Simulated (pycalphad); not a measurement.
Computed with pycalphad from the COST 507 light-alloy database (1999), at 1 atm. The database dates from 1999; later assessments differ in places, in temperatures and in the compounds included. Phase fractions are per mole of atoms. Kinetics are ignored, which matters at the lower temperatures.

Q: Give the equilibrium state of Ti-4.724C (wt.%) at 1327 °C.

A: 
```
T = 1600.00 K, P = 101325 Pa, N = 1 mol of atoms
G = -116485 J/mol, H = 3409 J/mol, S = 74.93 J/(mol K)  (SER reference)
chemical potentials (J/mol): Ti -90761, C -246663
phase             fraction      x(Ti)       x(C)
BCC_A2              0.5227     0.9851     0.0149
FCC_A1              0.4773     0.6706     0.3294
```

Q: Give the equilibrium state of Ti-4.724C (wt.%) at 327 °C.

A: hcp, fraction 0.550, with 0.01 C wt.%; fcc, fraction 0.450, with 12.7 C wt.%.

FCC_A1 is fcc; BCC_A2 is bcc. The fcc model also describes the rock-salt carbide or nitride (TiC, TiN, HfC).
